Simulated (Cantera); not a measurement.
A perfectly stirred reactor is fed with 11.2 % CH4, 18.7 % O2, 70.1 % N2, equivalence ratio 1.2, at 5.00 bar; it is adiabatic with a 350 K inlet, and is followed from long to short residence time, starting on the burning branch (τ in s: 0.099, 0.033, 0.011, 0.0036, 0.0012, 0.0004, 0.00013, 4.3e-05, 1.4e-05).

Cantera simulation using GRI-Mech 3.0 (53 species, 325 reactions); the numbers are that mechanism's predictions, not measurements.

x: mole fraction; the columns are a selection and need not sum to one.

```tsv
τ (s)	T (K)	x CH4	x O2	x HCO	x N2O	x C2H2	x HO2
0.099	2176	2.43e-5	6.18e-5	3.59e-8	1.55e-8	2.15e-7	2.54e-8
0.033	2173	4.61e-5	0.000132	6.01e-8	2.32e-8	7.74e-7	5.76e-8
0.011	2168	7.74e-5	0.000284	1.22e-7	3.80e-8	2.09e-6	1.46e-7
0.0036	2160	0.000124	0.000606	2.89e-7	6.42e-8	4.61e-6	3.92e-7
0.0012	2145	___	___	___	___	___	___
0.00040	2120	0.000386	0.00272	1.93e-6	1.43e-7	2.14e-5	2.64e-6
0.00013	2067	___	___	___	___	___	___
4.3e-5	350	0.112	0.187	<1e-12	<1e-12	<1e-12	<1e-12
1.4e-5	350	0.112	0.187	<1e-12	<1e-12	<1e-12	<1e-12
```

**Question.** Complete the blanks.

**Answer.** 
- 0.0012, x CH4: 0.000204
- 0.0012, x O2: 0.00127
- 0.0012, x HCO: 7.32e-7
- 0.0012, x N2O: 1.02e-7
- 0.0012, x C2H2: 9.35e-6
- 0.0012, x HO2: 1.03e-6
- 0.00013, x CH4: 0.00105
- 0.00013, x O2: 0.00686
- 0.00013, x HCO: 5.36e-6
- 0.00013, x N2O: 1.60e-7
- 0.00013, x C2H2: 7.97e-5
- 0.00013, x HO2: 7.99e-6
